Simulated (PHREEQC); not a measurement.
**Brine: speciation**

Solution (25 °C): 4.6 mol/kgw NaCl, 0.65 mol/kgw SrCl2 and 0.00015 mol/kgw H4SiO4. Closed to the air; pH follows from the charge balance.

Equilibrium calculation in PHREEQC: Pitzer model, pitzer.dat.

This is a speciation only: nothing precipitates in the calculation.

### Question
Predict the pH, osmotic coefficient, activity of water.

### Answer
pH 5.86; osmotic coefficient 1.333; activity of water 0.765.

In brines, pH and single-ion activities rest on the MacInnes convention.
